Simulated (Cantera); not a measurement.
**Silicon nitride deposition: trisilylamine + N2**

Input: 1 mol trisilylamine, 1.7 mol N2, equilibrated at 89000 Pa.

Equilibrium computed with Cantera from the NASA thermochemical tables; the gas is ideal and each condensed phase is pure. Candidate condensed phases: Si, Si3N4; 18 gas species. The feed counts by its element totals alone. Mutual solubility and eutectic melting of coexisting phases are not modelled. Gases not in the tables: Si2H6 and higher silanes. Equilibrium is a limit: real reactors are often held back by kinetics, nucleation or transport.

| T (K) | x H2 | x N2 | x H | x SiH2 | x NH3 | x Si | n Si3N4(s) | n Si(l) |
|---|---|---|---|---|---|---|---|---|
| 1098 | 0.957 | 0.0425 | 2.57e-8 | <1e-12 | 5.52e-5 | <1e-12 | 1.00 | 0 |
| 1198 | 0.957 | 0.0425 | 1.97e-7 | <1e-12 | 3.32e-5 | <1e-12 | 1.00 | 0 |
| 1298 | 0.957 | 0.0425 | 1.11e-6 | 3.80e-11 | 2.15e-5 | <1e-12 | 1.00 | 0 |
| 1398 | 0.957 | 0.0425 | 4.91e-6 | 9.65e-10 | 1.48e-5 | 2.41e-12 | 1.00 | 0 |
| 1498 | 0.957 | 0.0425 | 1.78e-5 | 1.58e-8 | 1.07e-5 | 1.28e-10 | 1.00 | 0 |
| 1598 | 0.957 | 0.0425 | 5.52e-5 | 1.82e-7 | 8.07e-6 | 4.07e-9 | 1.00 | 0 |
| 1698 | 0.957 | 0.0425 | 0.000150 | 1.56e-6 | 6.29e-6 | 8.59e-8 | 1.000 | 0 |
| 1798 | 0.957 | 0.0426 | 0.000365 | 1.04e-5 | 5.04e-6 | 1.28e-6 | 1.000 | 0 |
| 1898 | 0.954 | 0.0450 | 0.000809 | 5.49e-5 | 4.23e-6 | 1.38e-5 | 0.994 | 0.0175 |
| 1998 | 0.818 | 0.180 | 0.00154 | 8.59e-5 | 5.63e-6 | 4.78e-5 | 0.606 | 1.18 |
x: gas mole fraction; n: condensed amount in mol.

From 1098 K to 1798 K the condensed part is Si3N4(s). From 1898 K to 1998 K the condensed part is Si(l) + Si3N4(s).
